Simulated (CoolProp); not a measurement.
Vapour-liquid equilibrium of R13 (1) + R11 (2) at -54.65 °C; x and y are mole fractions of (1).

Model: multi-fluid Helmholtz-energy mixture model, Platzer 1990 and Jacobsen 1992; pair parameters Bell 2016, in CoolProp. This equation is an older, rougher fit; its heat capacities, sound speeds and derivatives of the liquid may be far off and weren't checked against measurements.

```json
[
 {"x": "0.05", "bubble pressure, mixture model (MPa)": "0.03490", "bubble pressure, Raoult's law (MPa)": "0.01926", "y, mixture model": "0.947", "y, Raoult's law": "0.906"},
 {"x": "0.125", "bubble pressure, mixture model (MPa)": "0.07841", "bubble pressure, Raoult's law (MPa)": "0.04530", "y, mixture model": "0.977", "y, Raoult's law": "0.963"},
 {"x": "0.2", "bubble pressure, mixture model (MPa)": "0.1153", "bubble pressure, Raoult's law (MPa)": "0.07133", "y, mixture model": "0.985", "y, Raoult's law": "0.979"},
 {"x": "0.275", "bubble pressure, mixture model (MPa)": "0.1464", "bubble pressure, Raoult's law (MPa)": "0.09737", "y, mixture model": "0.989", "y, Raoult's law": "0.986"},
 {"x": "0.35", "bubble pressure, mixture model (MPa)": "0.1729", "bubble pressure, Raoult's law (MPa)": "0.1234", "y, mixture model": "0.991", "y, Raoult's law": "0.990"},
 {"x": "0.425", "bubble pressure, mixture model (MPa)": "0.1956", "bubble pressure, Raoult's law (MPa)": "0.1494", "y, mixture model": "0.993", "y, Raoult's law": "0.993"},
 {"x": "0.5", "bubble pressure, mixture model (MPa)": "0.2157", "bubble pressure, Raoult's law (MPa)": "0.1755", "y, mixture model": "0.994", "y, Raoult's law": "0.995"},
 {"x": "0.575", "bubble pressure, mixture model (MPa)": "0.2340", "bubble pressure, Raoult's law (MPa)": "0.2015", "y, mixture model": "0.995", "y, Raoult's law": "0.996"},
 {"x": "0.65", "bubble pressure, mixture model (MPa)": "0.2514", "bubble pressure, Raoult's law (MPa)": "0.2275", "y, mixture model": "0.995", "y, Raoult's law": "0.997"},
 {"x": "0.725", "bubble pressure, mixture model (MPa)": "0.2688", "bubble pressure, Raoult's law (MPa)": "0.2536", "y, mixture model": "0.996", "y, Raoult's law": "0.998"},
 {"x": "0.8", "bubble pressure, mixture model (MPa)": "0.2872", "bubble pressure, Raoult's law (MPa)": "0.2796", "y, mixture model": "0.997", "y, Raoult's law": "0.999"},
 {"x": "0.875", "bubble pressure, mixture model (MPa)": "0.3075", "bubble pressure, Raoult's law (MPa)": "0.3057", "y, mixture model": "0.998", "y, Raoult's law": "0.999"},
 {"x": "0.95", "bubble pressure, mixture model (MPa)": "0.3310", "bubble pressure, Raoult's law (MPa)": "0.3317", "y, mixture model": "0.999", "y, Raoult's law": "1.000"}
]
```

The largest gap from Raoult's law is +81.2 % in bubble pressure, at x = 0.05. No azeotrope shows between x = 0.05 and 0.95.

The pair parameters rest on a limited set of measurements; away from them the model extrapolates. With so large a gap from Raoult's law the liquid may split in two, which this calculation doesn't test in full.
